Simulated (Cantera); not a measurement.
A freely propagating, adiabatic, planar premixed flame of 12.1 % CH4, 0.917 % C2H6, 18.2 % O2, 68.6 % N2, 0.229 % CO2, unburnt at 650 K and 0.880 bar; mixture-averaged transport, grid criteria slope 0.08 and curve 0.16, no radiation.

Detailed kinetics in Cantera: GRI-Mech 3.0 (53 species, 325 reactions). Burning velocities carry a grid error of a few per cent, more on coarse grids.

x: mole fraction of selected species; z is measured from the peak of heat release.

```tsv
z (mm)	T (K)	u (m/s)	x CH4	x C2H6	x O2	x CO2	x O	x C2H
-1.86	651	0.730	0.120	0.00914	0.181	0.00228	<1e-8	<1e-8
-1.24	656	0.740	0.119	0.00907	0.180	0.00228	<1e-8	<1e-8
-0.929	673	0.765	0.116	0.00898	0.177	0.00230	<1e-8	<1e-8
-0.619	770	0.889	0.108	0.00859	0.168	0.00266	4.13e-8	<1e-8
-0.310	1169	1.39	0.0754	0.00626	0.127	0.00602	4.47e-6	<1e-8
-0.155	1526	1.84	0.0443	0.00300	0.0833	0.0112	4.05e-5	4.55e-8
0	1853	2.27	0.0153	0.000346	0.0375	0.0190	0.000135	1.17e-6
0.155	2024	2.50	0.00351	1.48e-5	0.0121	0.0260	0.000148	2.96e-6
0.310	2086	2.57	0.000931	1.08e-6	0.00358	0.0308	9.84e-5	2.31e-6
0.619	2118	2.61	0.000148	2.55e-8	0.000379	0.0356	5.29e-5	7.74e-7
1.24	2130	2.62	?	<1e-8	?	0.0380	?	?
2.48	2136	2.63	1.26e-6	<1e-8	2.39e-5	0.0384	2.54e-5	<1e-8
4.96	2142	2.63	?	<1e-8	?	0.0383	?	<1e-8
```

Some entries are withheld; supply them.


- 1.24, x CH4: 1.80e-5
- 1.24, x O2: 4.02e-5
- 1.24, x O: 3.58e-5
- 1.24, x C2H: 1.17e-7
- 4.96, x CH4: 3.91e-8
- 4.96, x O2: 1.51e-5
- 4.96, x O: 1.61e-5
